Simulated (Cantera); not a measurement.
A perfectly stirred reactor is fed with 9.05 % NH3, 90.5 % N2, 0.425 % H2, at 1.00 bar; it is held at 2300 K, and followed from long to short residence time.

Cantera simulation using the gas-phase N/H chemistry of the illustrative SiF4/NH3 mechanism in the Surface Chemkin manual (1991); the numbers are that mechanism's predictions, not measurements. Walls and surfaces, which speed up NH3 decomposition in real reactors, are not modelled.

Q: Predict: x(NH3) at τ = 11.0 s; x(H) at τ = 11.0 s; x(NH2) at τ = 11.0 s; x(NH) at τ = 11.0 s; x(NH3) at τ = 44.0 ms; x(H) at τ = 44.0 ms; x(NH2) at τ = 44.0 ms; x(NH) at τ = 44.0 ms.

A: 
```
Quantity                 Result
---------------------  --------
x(NH3) at τ = 11.0 s    3.07e-5
x(H) at τ = 11.0 s      0.00342
x(NH2) at τ = 11.0 s    2.62e-6
x(NH) at τ = 11.0 s     1.55e-6
x(NH3) at τ = 44.0 ms   0.00466
x(H) at τ = 44.0 ms    0.000935
x(NH2) at τ = 44.0 ms  0.000113
x(NH) at τ = 44.0 ms    1.81e-5
```
